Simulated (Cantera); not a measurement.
Feed: 1 mol C6H6, 7.8 mol H2, at 777 °C and 40.5 Torr.

Method: chemical equilibrium by Gibbs-energy minimisation in Cantera with the NASA 1993 tables (ideal gas, pure condensed phases). Candidate condensed phases: C, C6H6, C7H8, C8H18; 76 gas species. The numbers say what is thermodynamically allowed, not how fast it happens.

Base state: H2 0.997, CH4 0.00307 (mole fractions); condensed: C(graphite).

What changes in the equilibrium state with this change: temperature from 777 °C to 2552 °C?


```
species            before     after
----------------  -------  --------
H2                  0.997     0.661
H                 3.48e-8     0.312
C2H2 (acetylene)  4.12e-9    0.0239
C2H                 <1e-9   0.00149
C3                  <1e-9  0.000793
C(graphite), mol     5.97      5.29
```
